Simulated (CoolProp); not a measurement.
Carbonyl sulfide along the isotherm 388.3 K: Z from the reference equation and from simpler models built on Tc = 378.8 K, pc = 6.369 MPa, ω = 0.098; each cubic takes its own stable root.

Model: reference Helmholtz-energy equation of state, Lemmon 2006, in CoolProp. It is a short technical equation, of lower accuracy than the large ones.

```csv
p (MPa),phase,reference,Redlich-Kwong,Soave-Redlich-Kwong,Peng-Robinson
0.682,gas,0.9660,0.9653,0.9655,0.9615
1.36,gas,0.9304,0.9292,0.9296,0.9218
2.05,gas,0.8920,0.8906,0.8912,0.8796
2.73,gas,0.8515,0.8502,0.8510,0.8359
3.41,gas,0.8077,0.8070,0.8081,0.7896
4.09,gas,0.7598,0.7601,0.7616,0.7399
4.78,gas,0.7055,0.7073,0.7094,0.6848
5.46,gas,0.6438,0.6477,0.6507,0.6237
6.14,gas,0.5685,0.5753,0.5799,0.5512
6.82,supercritical,0.4639,0.4737,0.4831,0.4547
7.51,supercritical,0.2985,0.3303,0.3432,0.3195
8.19,supercritical,0.2594,0.3047,0.3103,0.2847
8.87,supercritical,0.2606,0.3048,0.3086,0.2816
9.55,supercritical,0.2684,0.3113,0.3144,0.2860
```
